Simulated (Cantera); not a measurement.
**Thermodynamics of silicon oxide and oxynitride deposition, feed Si2H6 + O3 + N2**

Input: 1 mol Si2H6, 5.1 mol O3, 5.6 mol N2, equilibrated at 0.0533 Torr.

Method: chemical equilibrium by Gibbs-energy minimisation in Cantera with the NASA 1993 tables (ideal gas, pure condensed phases). Candidate condensed phases: H2O, Si, SiO2, Si2N2O, Si3N4; 35 gas species. The feed counts by its element totals alone. The tables hold silica as quartz up to 1696 K and as liquid above; real silica turns to tridymite and cristobalite and melts near 1996 K. The numbers say what is thermodynamically allowed, not how fast it happens.

From 1073 K to 1523 K the condensed part is SiO2(β-quartz).

| T (K) | log p N2 | log p O2 | log p H2O | log p OH | log p NO | log p O | log p H2 | n SiO2(β-quartz) |
|---|---|---|---|---|---|---|---|---|
| 1073 | -4.51 | -4.64 | -4.78 | -9.24 | -8.36 | -11.22 | -11.64 | 2.00 |
| 1123 | -4.51 | -4.64 | -4.78 | -8.89 | -8.16 | -10.67 | -11.10 | 2.00 |
| 1173 | -4.51 | -4.64 | -4.78 | -8.57 | -7.98 | -10.17 | -10.60 | 2.00 |
| 1223 | -4.51 | -4.64 | -4.78 | -8.27 | -7.81 | -9.71 | -10.15 | 2.00 |
| 1273 | -4.51 | -4.64 | -4.78 | -8.00 | -7.66 | -9.29 | -9.73 | 2.00 |
| 1323 | -4.51 | -4.64 | -4.78 | -7.74 | -7.52 | -8.89 | -9.35 | 2.00 |
| 1373 | -4.51 | -4.64 | -4.78 | -7.51 | -7.39 | -8.53 | -8.99 | 2.00 |
| 1423 | -4.51 | -4.64 | -4.78 | -7.29 | -7.27 | -8.19 | -8.65 | 2.00 |
| 1473 | -4.51 | -4.64 | -4.78 | -7.09 | -7.15 | -7.87 | -8.34 | 2.00 |
| 1523 | -4.51 | -4.64 | -4.78 | -6.90 | -7.05 | -7.58 | -8.05 | 2.00 |
log p: log10 of the partial pressure in bar; n: condensed amount in mol.
